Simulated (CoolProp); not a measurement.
Vapour-liquid equilibrium of R22 (1) + R134a (2) at 13 bar; x and y are mole fractions of (1).

The numbers come from the multi-fluid Helmholtz-energy mixture model, Kamei 1995 and Tillner-Roth 1994; pair parameters Bell 2016 in CoolProp.

### Question
Give the bubble temperature and the first vapour's composition at x = 0.05, 0.65, 0.95. Is there an azeotrope?

### Answer
x = 0.05: 48.3 °C, y = 0.070; x = 0.65: 37.7 °C, y = 0.712; x = 0.95: 33.9 °C, y = 0.960. No azeotrope shows between x = 0.05 and 0.95.

Pair parameters are fitted to limited data, so mixtures are less certain than the pure fluids.
